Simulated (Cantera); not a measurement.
An isothermal, constant-pressure homogeneous reactor starts with H₂ : O₂ = 0.033 : 1 (molar parts), at 1423 K and 0.00990 bar.

Cantera simulation using the H2/O2 subset of GRI-Mech 3.0, which has no nitrogen chemistry; the numbers are that mechanism's predictions, not measurements. Radical loss at walls, strong at low pressure, is not modelled.

Task: Predict: x(H₂) at 2.00 s; x(O₂) at 2.00 s; x(OH) at 2.00 s; x(H) at 2.00 s; x(H₂O) at 2.00 s; x(HO₂) at 2.00 s; x(O) at 2.00 s.

Result: 
| Quantity | Value |
|---|---|
| x(H₂) at 2.00 s | 1.38e-5 (gas-phase equilibrium 2.13e-7) |
| x(O₂) at 2.00 s | 0.966 (gas-phase equilibrium 0.967) |
| x(OH) at 2.00 s | 0.000822 (gas-phase equilibrium 0.000102) |
| x(H) at 2.00 s | 1.63e-5 (gas-phase equilibrium 3.10e-8) |
| x(H₂O) at 2.00 s | 0.0320 (gas-phase equilibrium 0.0324) |
| x(HO₂) at 2.00 s | 1.35e-7 (gas-phase equilibrium 6.14e-8) |
| x(O) at 2.00 s | 0.000874 (gas-phase equilibrium 1.34e-5) |
